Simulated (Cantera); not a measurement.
A Cantera script and its output.

```python
import numpy as np
import cantera as ct

gas = ct.Solution("gri30.yaml")
gas.TPX = 1275, 790000, {'CH4': 0.005, 'O2': 0.048, 'N2': 1}
reactor = ct.IdealGasConstPressureReactor(gas, energy="off", clone=False)
net = ct.ReactorNet([reactor])
net.rtol, net.atol = 1e-08, 1e-18
show = ['CH4', 'O2', 'C2H2', 'C2H', 'OH']
times = np.geomspace(5e-05, 80, 11)

steps = ct.SolutionArray(gas, extra=["t"])
rows = []
print(f"{'t/s':>10s}{'T/K':>9s}{'P/Pa':>11s}" + "".join(f"{s:>11s}" for s in show))
for t in times:
    while net.time < t:
        t_next = net.step()
        steps.append(gas.state, t=t_next)
    rows.append([np.interp(t, steps.t, y) for y in (steps.T, steps.P, *steps(*show).X.T)])
    print(f"{t:10.3e}{rows[-1][0]:9.1f}{rows[-1][1]:11.4g}" + "".join(f"{x:11.3e}" for x in rows[-1][2:]))
rate = np.gradient(steps.T, steps.t)
print("integrator steps:", len(steps.t))
if steps.T.max() > steps.T[0] + 200:
    print(f"time of steepest temperature rise: {steps.t[rate.argmax()]:.4e} s")
gas.TPX = 1275, 790000, {'CH4': 0.005, 'O2': 0.048, 'N2': 1}
gas.equilibrate("TP")
print(f"equilibrium (TP): T = {gas.T:.1f} K  " + "  ".join(f"{s} {gas[s].X[0]:.3e}" for s in show))
```

It prints:

```
       t/s      T/K       P/Pa        CH4         O2       C2H2        C2H         OH
 5.000e-05   1275.0    7.9e+05  4.748e-03  4.558e-02  1.721e-19  8.016e-30  1.240e-10
 2.086e-04   1275.0    7.9e+05  4.748e-03  4.558e-02  8.767e-17  2.032e-26  6.210e-10
 8.706e-04   1275.0    7.9e+05  4.746e-03  4.558e-02  1.662e-13  3.936e-22  6.370e-09
 3.633e-03   1275.0    7.9e+05  4.646e-03  4.551e-02  9.370e-10  2.286e-17  6.566e-08
 1.516e-02   1275.0    7.9e+05  9.246e-11  3.658e-02  8.371e-12  1.938e-17  5.703e-06
 6.325e-02   1275.0    7.9e+05  1.363e-16  3.610e-02  4.991e-13  4.830e-19  2.444e-06
 2.639e-01   1275.0    7.9e+05  5.869e-18  3.609e-02  2.050e-14  8.598e-21  1.061e-06
 1.101e+00   1275.0    7.9e+05  4.556e-18  3.609e-02  1.518e-14  5.567e-21  9.282e-07
 4.595e+00   1275.0    7.9e+05  4.311e-18  3.609e-02  1.436e-14  5.263e-21  9.276e-07
 1.917e+01   1275.0    7.9e+05  3.424e-18  3.609e-02  1.140e-14  4.180e-21  9.276e-07
 8.000e+01   1275.0    7.9e+05  1.308e-18  3.609e-02  4.355e-15  1.596e-21  9.276e-07
integrator steps: 2001
equilibrium (TP): T = 1275.0 K  CH4 5.518e-37  O2 3.601e-02  C2H2 2.309e-50  C2H 7.025e-56  OH 9.271e-07
```

Detailed kinetics in Cantera: GRI-Mech 3.0 (53 species, 325 reactions).
